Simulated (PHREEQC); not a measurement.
Dissolve 0.022 mol/kgw NaHCO3, 7.3e-05 mol/kgw Na2SO4 and 0.002 mol/kgw KCl at 66 °C. Closed to the air; pH follows from the charge balance.

The numbers come from PHREEQC with the ion-association model, phreeqc.dat.

Q: The ionic strength comes out as 0.0240 mol/kgw. What activity coefficients do Na+, CO3-2, K+, NaSO4-, HCO3- get?

A: Na+ 0.85, CO3-2 0.54, K+ 0.85, NaSO4- 0.86, HCO3- 0.86.

Precipitation was switched off in this run. Species that the database lacks are ignored. Away from 25 °C the constants follow the database's enthalpies or fits; those with neither stay at their 25 °C values.
